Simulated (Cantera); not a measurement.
Input: 1 mol Al2O3, 16 mol HF, 0.61 mol H2, at 1.33 mbar.

Equilibrium computed with Cantera from the NASA thermochemical tables; the gas is ideal and each condensed phase is pure. Candidate condensed phases: Al, AlF3, Al2O3, H2O; 38 gas species. The numbers say what is thermodynamically allowed, not how fast it happens. All values below are at 902 °C.

Base state: HF 0.889, H2 0.0537, AlF2O 0.0338, H2O 0.0209, AlF3 0.00268 (mole fractions); condensed: Al2O3(s).

Task: What changes in the equilibrium state with this change: H2 from 0.61 to 2.1 mol?

Result: 
```csv
species,before,after
HF,0.889,0.832
H2,0.0537,0.127
AlF2O,0.0338,0.0220
H2O,0.0209,0.0160
AlF3,0.00268,0.00330
"Al2O3(s), mol",0.697,0.771
```

Task: What changes in the equilibrium state with this change: Al2O3 replaced by SiO2?

Result: 
```tsv
species	before	after
HF	0.889	0.822
H2O	0.0209	0.0928
SiF4	0	0.0464
AlF2O	0.0338	0
H2	0.0537	0.0384
AlF3	0.00268	0
Al2O3(s), mol	0.697	0
SiO2(β-quartz), mol	0	0.263
```
The tables hold silica as quartz up to 1696 K and as liquid above; real silica turns to tridymite and cristobalite and melts near 1996 K. Further candidate phases: Si, SiO2.
